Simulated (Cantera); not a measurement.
## Catalytic stagnation flow on Pt

A jet of CH4 : O2 : N2 = 0.028 : 0.12 : 0.79 (molar parts), equivalence ratio 0.47 at 300 K and 15000 Pa hits a platinum plate 8.9 cm away at a mass flux of 0.14 kg/m²/s; the plate temperature is set and raised in steps from an oxygen-covered start.

Computed with Cantera and Deutschmann's 1995 Pt surface mechanism with GRI-Mech 3.0 gas chemistry. Catalytic surfaces can have several steady states; this one follows from the mechanism file's or the stated starting coverage.

```json
[
 {"plate T (K)": "850", "wall x CH4": "0.0241", "wall x O2": "0.116", "wall x H2O": "0.0108", "wall x OH": "<1e-8", "wall x CO": "6.03e-6", "wall x CO2": "0.00707", "θ free Pt": "0.120", "θ O*": "0.879", "θ OH*": "0.00109"},
 {"plate T (K)": "900", "wall x CH4": "0.0188", "wall x O2": "0.104", "wall x H2O": "0.0206", "wall x OH": "2.49e-8", "wall x CO": "6.75e-6", "wall x CO2": "0.0135", "θ free Pt": "0.179", "θ O*": "0.820", "θ OH*": "0.00141"},
 {"plate T (K)": "950", "wall x CH4": "0.0137", "wall x O2": "0.0936", "wall x H2O": "0.0300", "wall x OH": "7.82e-8", "wall x CO": "6.83e-6", "wall x CO2": "0.0197", "θ free Pt": "0.245", "θ O*": "0.753", "θ OH*": "0.00157"},
 {"plate T (K)": "1000", "wall x CH4": "0.00985", "wall x O2": "0.0854", "wall x H2O": "0.0371", "wall x OH": "2.14e-7", "wall x CO": "6.64e-6", "wall x CO2": "0.0245", "θ free Pt": "0.315", "θ O*": "0.683", "θ OH*": "0.00156"},
 {"plate T (K)": "1050", "wall x CH4": "0.00723", "wall x O2": "0.0799", "wall x H2O": "0.0419", "wall x OH": "5.16e-7", "wall x CO": "6.49e-6", "wall x CO2": "0.0276", "θ free Pt": "0.385", "θ O*": "0.614", "θ OH*": "0.00147"},
 {"plate T (K)": "1100", "wall x CH4": "0.00549", "wall x O2": "0.0763", "wall x H2O": "0.0450", "wall x OH": "1.12e-6", "wall x CO": "6.47e-6", "wall x CO2": "0.0297", "θ free Pt": "0.452", "θ O*": "0.546", "θ OH*": "0.00134"},
 {"plate T (K)": "1150", "wall x CH4": "0.00432", "wall x O2": "0.0739", "wall x H2O": "0.0470", "wall x OH": "2.25e-6", "wall x CO": "6.65e-6", "wall x CO2": "0.0310", "θ free Pt": "0.517", "θ O*": "0.481", "θ OH*": "0.00119"}
]
```
x: mole fraction at the wall; θ: surface coverage.
